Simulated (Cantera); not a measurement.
**N2O furnace oxynitridation**

A perfectly stirred reactor is fed with N₂O : H₂ : N₂ = 1 : 0.04 : 3.9 (molar parts), at 0.0543 atm; it is held at 1250 K, and followed from long to short residence time.

Model: GRI-Mech 3.0 (53 species, 325 reactions), integrated in Cantera. GRI-Mech 3.0 was tuned for natural gas; its chemistry of N2O as a main component is partial and can be far from experiment. The mechanism lacks the step 2 NO + O2 → 2 NO2, which can matter for NO2 below about 1400 K. The temperature is held fixed by assumption; the heat of reaction is taken as removed at once.

```tsv
τ (s)	x N₂O	x H₂	x H₂O₂	x NO₂	x O	x H₂O
21	0.0655	1.50e-5	6.79e-10	2.81e-5	3.52e-6	0.00760
4.8	0.133	6.09e-5	8.50e-10	3.71e-5	3.69e-6	0.00780
1.1	0.176	0.000228	1.52e-9	2.35e-5	3.75e-6	0.00779
0.25	0.191	0.000773	4.91e-9	6.57e-6	3.59e-6	0.00729
0.057	0.196	0.00233	9.09e-9	9.83e-7	3.05e-6	0.00575
0.013	0.200	0.00553	7.65e-9	1.43e-7	2.20e-6	0.00253
0.0029	0.202	0.00773	3.19e-9	1.39e-8	1.57e-6	0.000350
```
x: mole fraction; the columns are a selection and need not sum to one.
